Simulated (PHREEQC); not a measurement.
Consider water at 25 °C with 0.97 mol/kgw KCl and 2.2 mol/kgw SrCl2. Closed to the air; pH follows from the charge balance.

Equilibrium calculation in PHREEQC: Pitzer model, pitzer.dat.

### Question
The ionic strength comes out as 7.57 mol/kgw. What activity coefficients do Sr+2, K+, Cl- get?

### Answer
Sr+2 1.5, K+ 0.94, Cl- 0.65. Single-ion values are on the MacInnes scale.

Precipitation was switched off in this run. Complexes and solids missing from the database can't appear.
